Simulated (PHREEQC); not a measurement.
## Polishing slurry liquid: an equilibrium model

A solution holds 14 mmol/kgw K2CO3, 0.18 mmol/kgw KNO3 and 0.29 mmol/kgw H3BO3, at 25 °C. Closed to the air; pH follows from the charge balance.

Equilibrium calculation in PHREEQC: ion-association model, wateq4f.dat.

* **pH**: 11.01
* **ionic strength**: 0.0406 mol/kgw
* **total alkalinity**: 28.0 meq/kg

| species | molality | activity | log γ |
|---|---|---|---|
| K+ | 0.0282 | 0.0233 | -0.083 |
| CO3-2 | 0.0125 | 0.00621 | -0.303 |
| HCO3- | 0.00153 | 0.00129 | -0.076 |
| OH- | 0.00125 | 0.00103 | -0.083 |
| H2BO3- | 0.000286 | 0.000234 | -0.088 |
| NO3- | 0.000180 | 0.000148 | -0.086 |
| H3BO3 | 3.91e-6 | 3.95e-6 | 0.004 |
| CO2 | 2.79e-8 | 2.82e-8 | 0.004 |

No solid was allowed to form.
